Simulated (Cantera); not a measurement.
Mixture: 3.28 % CH4, 0.427 % H2, 17.2 % O2, 79.1 % N2, at 1000000 Pa, adiabatic and at constant volume. Ignition delay is the time to a rise of 400 K.

Computed with Cantera and GRI-Mech 3.0 (53 species, 325 reactions).

Predict: delay at 1123 K; delay at 1223 K; delay at 1323 K; delay at 1423 K; apparent activation energy between 1373 and 1473 K.


```json
{
 "delay at 1123 K": "3.34 ms",
 "delay at 1223 K": "1.03 ms",
 "delay at 1323 K": "0.401 ms",
 "delay at 1423 K": "0.170 ms",
 "apparent activation energy between 1373 and 1473 K": "140 kJ/mol"
}
```
